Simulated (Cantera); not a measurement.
A freely propagating, adiabatic, planar premixed flame of CH₄ : O₂ : N₂ : CO₂ = 1 : 1.33 : 4 : 0.19 (molar parts), equivalence ratio 1.5, unburnt at 625 K and 500000 Pa; mixture-averaged transport, grid criteria slope 0.08 and curve 0.16, no radiation.

Model: GRI-Mech 3.0 (53 species, 325 reactions), integrated in Cantera. Burning velocities carry a grid error of a few per cent, more on coarse grids.

Task: Predict: laminar burning velocity; thermal thickness; peak x(HCO).

Result: 
- laminar burning velocity = 43.1 cm/s
- thermal thickness = 0.165 mm
- peak x(HCO) = 9.56e-6
